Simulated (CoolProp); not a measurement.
A Linde-Hampson liquefier for dry air: isothermal reversible compression at 230 K from 1 atm to 5 MPa, throttling to 1 atm, return gas leaving the recuperator 2 K below the feed. Each further row changes one setting.

The numbers come from the reference Helmholtz-energy equation of state, Lemmon 2000 in CoolProp. It is a pseudo-pure fit of the blend.

| case | liquid yield per pass | compression work (kJ/kg of gas) |
|---|---|---|
| as stated | (withheld) | 253 |
| high pressure 10 MPa | (withheld) | (withheld) |
| warm-end temperature 260 K | (withheld) | (withheld) |
| warm-end gap 7 K | (withheld) | 253 |

Fill in the missing entries.


- as stated, liquid yield per pass: 0.047
- high pressure 10 MPa, liquid yield per pass: 0.098
- high pressure 10 MPa, compression work (kJ/kg of gas): 295
- warm-end temperature 260 K, liquid yield per pass: 0.032
- warm-end temperature 260 K, compression work (kJ/kg of gas): 288
- warm-end gap 7 K, liquid yield per pass: 0.033
